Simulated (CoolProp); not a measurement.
Vapour-liquid equilibrium of R134a (1) + R227EA (2) at 315.3 K; x and y are mole fractions of (1).

The numbers come from the multi-fluid Helmholtz-energy mixture model, Tillner-Roth 1994 and Lemmon 2016; pair parameters Bell 2016 in CoolProp.

| x | bubble pressure (MPa) | y at the bubble point | dew pressure at overall composition x (MPa) | liquid density (mol/L) |
|---|---|---|---|---|
| 0.05 | 0.7660 | 0.070 | 0.7599 | 7.828 |
| 0.15 | 0.8069 | 0.199 | 0.7911 | 8.079 |
| 0.25 | 0.8460 | 0.316 | 0.8237 | 8.347 |
| 0.35 | 0.8831 | 0.423 | 0.8576 | 8.634 |
| 0.45 | 0.9183 | 0.523 | 0.8925 | 8.942 |
| 0.55 | 0.9516 | 0.616 | 0.9280 | 9.275 |
| 0.65 | 0.9829 | 0.705 | 0.9635 | 9.634 |
| 0.75 | 1.012 | 0.791 | 0.9983 | 10.02 |
| 0.85 | 1.039 | 0.875 | 1.032 | 10.44 |
| 0.95 | 1.065 | 0.958 | 1.062 | 10.90 |

No azeotrope shows between x = 0.05 and 0.95.

Pair parameters are fitted to limited data, so mixtures are less certain than the pure fluids.
